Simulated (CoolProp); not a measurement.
Vapour-liquid equilibrium of benzene (1) + octamethylcyclotetrasiloxane (D4) (2) at 0.548 MPa; x and y are mole fractions of (1).

Values from CoolProp's multi-fluid Helmholtz-energy mixture model, Thol 2012 and Thol 2015; pair parameters Bell 2016.

Question: Give the bubble temperature and the first vapour's composition at x = 0.35, 0.5, 0.875. Is there an azeotrope?

Answer: x = 0.35: 203.9 °C, y = 0.727; x = 0.5: 185.6 °C, y = 0.858; x = 0.875: 154.4 °C, y = 0.985. No azeotrope shows between x = 0.05 and 0.95.

Pair parameters are fitted to limited data, so mixtures are less certain than the pure fluids.
